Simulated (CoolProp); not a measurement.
Vapour-liquid equilibrium of methanol (1) + dimethyl carbonate (2) at 405.9 K; x and y are mole fractions of (1).

Computed with CoolProp (multi-fluid Helmholtz-energy mixture model, de Reuck 1993 and Zhou 2011; pair parameters Bell 2016).

Give the bubble pressure and the first vapour's composition at x = 0.125, 0.2, 0.725. Is there an azeotrope?

x = 0.125: 493.3 kPa, y = 0.370; x = 0.2: 567.4 kPa, y = 0.480; x = 0.725: 850.4 kPa, y = 0.815. No azeotrope shows between x = 0.05 and 0.95.

The pair parameters rest on a limited set of measurements; away from them the model extrapolates.
